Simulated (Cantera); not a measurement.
Mixture: CO : H₂ : CH₄ : O₂ : N₂ = 1 : 0.35 : 0.79 : 4.51 : 17 (molar parts), equivalence ratio 0.50, at 64000 Pa, adiabatic and at constant pressure. Ignition delay is the time to a rise of 400 K.

Model: GRI-Mech 3.0 (53 species, 325 reactions), integrated in Cantera.

Task: What does this change do: pressure from 64000 Pa to 101000 Pa?

Result: 
```csv
quantity,before,after
delay at 1050 K,8.76 ms,6.43 ms
delay at 1200 K,2.12 ms,1.52 ms
delay at 1350 K,0.694 ms,0.482 ms
delay at 1500 K,0.296 ms,0.198 ms
delay at 1650 K,0.150 ms,96.9 µs
apparent activation energy between 1500 and 1650 K,94 kJ/mol,98 kJ/mol
```

Task: What does this change do: constant volume in place of constant pressure?

Result: 
| quantity | before | after |
|---|---|---|
| delay at 1050 K | 8.76 ms | 8.11 ms |
| delay at 1200 K | 2.12 ms | 2.00 ms |
| delay at 1350 K | 0.694 ms | 0.662 ms |
| delay at 1500 K | 0.296 ms | 0.283 ms |
| delay at 1650 K | 0.150 ms | 0.140 ms |
| apparent activation energy between 1500 and 1650 K | 94 kJ/mol | 96 kJ/mol |
